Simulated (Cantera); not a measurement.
An adiabatic, constant-volume homogeneous reactor starts with CO : H2 : O2 : N2 = 1 : 0.13 : 0.514 : 1.28 (molar parts), equivalence ratio 1.1, at 1548 K and 9.87 atm. Integrator tolerance rtol = 1e-08.

Detailed kinetics in Cantera: GRI-Mech 3.0 (53 species, 325 reactions). The hydrogen kinetics of GRI-Mech 3.0 are dated; newer H2 mechanisms differ, most at raised pressure. Above 3000 K some thermodynamic fits are extrapolated.

Task: What does this change do: initial temperature 1548 to 1498 K?

Result: 
| quantity | before | after |
|---|---|---|
| time of steepest temperature rise | 2.19 µs | 2.61 µs |
| temperature at 9.00 s | 3264 K | 3254 K |
| equilibrium temperature | 3264 K | 3254 K |
| x(CO) at 9.00 s | 0.174 (gas-phase equilibrium 0.174) | 0.171 (gas-phase equilibrium 0.171) |
| x(H2) at 9.00 s | 0.00371 (gas-phase equilibrium 0.00371) | 0.00364 (gas-phase equilibrium 0.00364) |
| x(O2) at 9.00 s | 0.0478 (gas-phase equilibrium 0.0478) | 0.0469 (gas-phase equilibrium 0.0469) |
| x(H) at 9.00 s | 0.00468 (gas-phase equilibrium 0.00468) | 0.00447 (gas-phase equilibrium 0.00447) |
| x(OH) at 9.00 s | 0.0175 (gas-phase equilibrium 0.0175) | 0.0171 (gas-phase equilibrium 0.0171) |
| x(NO) at 9.00 s | 0.0238 (gas-phase equilibrium 0.0238) | 0.0234 (gas-phase equilibrium 0.0234) |
| x(H2O) at 9.00 s | 0.0346 (gas-phase equilibrium 0.0346) | 0.0351 (gas-phase equilibrium 0.0351) |

Task: What does this change do: pressure from 9.87 atm to 0.987 atm?

Result: 
| quantity | before | after |
|---|---|---|
| time of steepest temperature rise | 2.19 µs | 25.9 µs |
| temperature at 9.00 s | 3264 K | 3005 K |
| equilibrium temperature | 3264 K | 3005 K |
| x(CO) at 9.00 s | 0.174 (gas-phase equilibrium 0.174) | 0.193 (gas-phase equilibrium 0.193) |
| x(H2) at 9.00 s | 0.00371 (gas-phase equilibrium 0.00371) | 0.00443 (gas-phase equilibrium 0.00443) |
| x(O2) at 9.00 s | 0.0478 (gas-phase equilibrium 0.0478) | 0.0569 (gas-phase equilibrium 0.0569) |
| x(H) at 9.00 s | 0.00468 (gas-phase equilibrium 0.00468) | 0.00806 (gas-phase equilibrium 0.00806) |
| x(OH) at 9.00 s | 0.0175 (gas-phase equilibrium 0.0175) | 0.0186 (gas-phase equilibrium 0.0186) |
| x(NO) at 9.00 s | 0.0238 (gas-phase equilibrium 0.0238) | 0.0193 (gas-phase equilibrium 0.0193) |
| x(H2O) at 9.00 s | 0.0346 (gas-phase equilibrium 0.0346) | 0.0307 (gas-phase equilibrium 0.0307) |
